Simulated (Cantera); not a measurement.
# Equilibrium for chlorosilane synthesis and conversion: Si + Cl2 + H2

Input: 1 mol Si, a varied amount of Cl2, 0.24 mol H2, held at 1000 K and 2.10 bar.

These are equilibrium values from Cantera (NASA tables, ideal gas, pure condensed phases), not measurements of a reactor. Candidate condensed phases: Si; 19 gas species. The tables' values for SiCl3 are old estimates; treat these amounts as uncertain. The numbers say what is thermodynamically allowed, not how fast it happens.

From 0.5 mol Cl2 to 1.9 mol Cl2 the condensed part is Si(s). From 2.2 mol Cl2 to 2.9 mol Cl2 nothing is condensed. The main Si-bearing gas is SiCl4 throughout.

```tsv
n(Cl2) (mol)	x SiCl4	x H2	x Cl2	x HCl	x SiHCl3	x SiH2Cl2	n Si(s)
0.5	0.419	0.429	<1e-12	0.00942	0.135	0.00466	0.734
0.58	0.456	0.390	<1e-12	0.00918	0.137	0.00442	0.692
0.67	0.492	0.354	<1e-12	0.00890	0.138	0.00416	0.645
0.78	0.530	0.317	<1e-12	0.00858	0.138	0.00386	0.589
0.9	0.565	0.283	<1e-12	0.00824	0.137	0.00357	0.527
1	0.590	0.260	<1e-12	0.00798	0.135	0.00335	0.475
1.2	0.632	0.222	<1e-12	0.00751	0.132	0.00296	0.373
1.4	0.666	0.193	<1e-12	0.00709	0.128	0.00264	0.270
1.6	0.693	0.170	<1e-12	0.00672	0.124	0.00237	0.168
1.9	0.727	0.143	<1e-12	0.00625	0.117	0.00205	0.0153
2.2	0.694	0.0273	8.40e-11	0.278	0.000479	3.57e-8	0
2.5	0.575	1.51e-11	0.149	0.276	<1e-12	<1e-12	0
2.9	0.467	4.83e-12	0.308	0.224	<1e-12	<1e-12	0
```
x: gas mole fraction; n: condensed amount in mol.
